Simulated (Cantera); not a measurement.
Feed: 1 mol FeS, 0.98 mol SO2, 0.034 mol H2O, 2.3 mol O2, equilibrated at 0.133 bar.

Method: chemical equilibrium by Gibbs-energy minimisation in Cantera with the NASA 1993 tables (ideal gas, pure condensed phases). Candidate condensed phases: Fe, FeO, Fe(OH)2, Fe(OH)3, FeS, FeSO4, FeS2, Fe2O3, Fe2(SO4)3, Fe3O4, H2O, H2SO4, S; 22 gas species. Rates play no part. All values below are at 1050 K.

Base state: SO2 0.705, O2 0.171, SO3 0.110, H2O 0.0140 (mole fractions); condensed: Fe2O3(s).

Q: What changes in the equilibrium state with this change: pressure from 0.133 bar to 28.0 mbar?

A: 
```tsv
species	before	after
SO2	0.705	0.738
O2	0.171	0.193
SO3	0.110	0.0560
H2O	0.0140	0.0136
Fe2O3(s), mol	0.500	0.500
```
